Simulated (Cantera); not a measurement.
Cantera run:

```python
import numpy as np
import cantera as ct

gas_names = """
    AL ALN ALO ALO2 AL2 AL2O AL2O2 N NO NO2 NO3 N2 N2O O O2 O3
""".split()
cond_names = """
    AL(cr) AL(L) ALN(s) AL2O3(a) AL2O3(L)
""".split()


def load(file, names, dense=False):
    # The tables refer to 1 bar. Condensed volumes are neglected.
    table = {s.name: s for s in ct.Species.list_from_file(file)}
    out = []
    for n in names:
        d = dict(table[n].input_data)
        d["thermo"] = dict(d["thermo"], **{"reference-pressure": 1e5})
        if dense:
            d["equation-of-state"] = {"model": "constant-volume", "density": "1e6 g/cm^3"}
        out.append(ct.Species.from_dict(d))
    return out


gas = ct.Solution(thermo="ideal-gas", species=load("nasa_gas.yaml", gas_names))
cond = {s.name: ct.Solution(thermo="fixed-stoichiometry", species=[s], name=s.name)
        for s in load("nasa_condensed.yaml", cond_names, dense=True)}
atoms = {
    'Al2O3': {'AL': 2, 'O': 3},
    'N2': {'N': 2},
}
top_T = {'ALN(s)': 2750}  # K; cautious upper limits of use, not melting points


def equilibrate(T, P, feed):
    n = {}
    for name, mol in feed.items():
        for a, k in atoms[name].items():
            n[a] = n.get(a, 0.0) + k * mol
    gas.TPX = T, P, n
    mass = sum(n.values()) * gas.mean_molecular_weight
    gas.equilibrate("TP")
    valid = [c for c in cond.values() if c.min_temp <= T <= top_T.get(c.name, c.max_temp)]
    mix = ct.Mixture([(gas, mass / gas.mean_molecular_weight)] + [(c, 0.0) for c in valid])
    mix.T, mix.P = T, P
    mix.equilibrate("TP", solver="vcs", rtol=1e-11, max_steps=5000)
    return mix


results = []
feed = {'Al2O3': 1, 'N2': 0.73}  # mol
T = 1225  # K
P = 19  # Pa
mix = equilibrate(T, P, feed)
results.append((T, P, feed, dict(zip(mix.species_names, mix.species_moles))))
print(gas.report(threshold=1e-05))
for i in range(1, mix.n_phases):
    print(f"{mix.phase(i).name:16s} {mix.phase_moles(i):12.5e} mol")
```

It prints:

```
       temperature   1225 K
          pressure   19 Pa
           density   5.2259e-05 kg/m^3
  mean mol. weight   28.014 kg/kmol
   phase of matter   gas

                          1 kg             1 kmol
                     ---------------   ---------------
          enthalpy        1.0331e+06        2.8942e+07  J
   internal energy        6.6955e+05        1.8757e+07  J
           entropy             10929        3.0616e+05  J/K
    Gibbs function       -1.2355e+07        -3.461e+08  J
 heat capacity c_p            1204.6             33745  J/K
 heat capacity c_v            907.79             25431  J/K

                      mass frac. Y      mole frac. X     chem. pot. / RT
                     ---------------   ---------------   ---------------
                N2                 1                 1           -33.981
     [  +15 minor]        1.5935e-13        1.6187e-13

AL(L)             0.00000e+00 mol
ALN(s)            0.00000e+00 mol
AL2O3(a)          1.00000e+00 mol
```

Cantera equilibrium calculation (NASA polynomials, part measured and part estimated; ideal gas, pure solids and liquids).
